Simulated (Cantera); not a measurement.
## Adiabatic ignition

An adiabatic, constant-volume homogeneous reactor starts with C3H8 : O2 : N2 = 1 : 7.25 : 71 (molar parts), equivalence ratio 0.69, at 1425 K and 10.0 bar.

Model: GRI-Mech 3.0 (53 species, 325 reactions), integrated in Cantera. GRI-Mech 3.0 was tuned for natural gas; its chemistry of propane as a main component is partial and can be far from experiment.

```csv
t (s),T (K),P (bar),x C3H8,x O2,x C2H4,x C2H,x HCO
5.00e-6,1424,9.99,0.0124,0.0914,0.000195,<1e-12,2.97e-9
1.29e-5,1424,10.0,0.0119,0.0912,0.000736,<1e-12,2.20e-8
3.35e-5,1427,10.0,0.0102,0.0903,0.00234,7.07e-12,1.02e-7
8.65e-5,2151,15.4,<1e-12,0.0322,<1e-12,<1e-12,3.03e-8
0.000224,2295,16.3,<1e-12,0.0279,<1e-12,<1e-12,5.78e-11
0.000579,2295,16.3,<1e-12,0.0278,<1e-12,<1e-12,5.65e-11
0.00150,2294,16.3,<1e-12,0.0277,<1e-12,<1e-12,5.63e-11
0.00387,2293,16.3,<1e-12,0.0275,<1e-12,<1e-12,5.56e-11
0.0100,2289,16.3,<1e-12,0.0269,<1e-12,<1e-12,5.43e-11
0.0259,2284,16.2,<1e-12,0.0260,<1e-12,<1e-12,5.22e-11
0.0670,2280,16.2,<1e-12,0.0253,<1e-12,<1e-12,5.06e-11
0.173,2279,16.2,<1e-12,0.0252,<1e-12,<1e-12,5.03e-11
0.448,2279,16.2,<1e-12,0.0252,<1e-12,<1e-12,5.03e-11
1.16,2279,16.2,<1e-12,0.0252,<1e-12,<1e-12,5.03e-11
3.00,2279,16.2,<1e-12,0.0252,<1e-12,<1e-12,5.03e-11
```
x: mole fraction; the columns are a selection and need not sum to one.

```yaml
time_of_steepest_temperature_rise: 79.3 µs
temperature at 3.00 s: 2279 K
equilibrium_temperature: 2279 K
x(C3H8) at 3.00 s: <1e-12 (gas-phase equilibrium <1e-12)
x(O2) at 3.00 s: 0.0252 (gas-phase equilibrium 0.0252)
x(C2H4) at 3.00 s: <1e-12 (gas-phase equilibrium <1e-12)
```
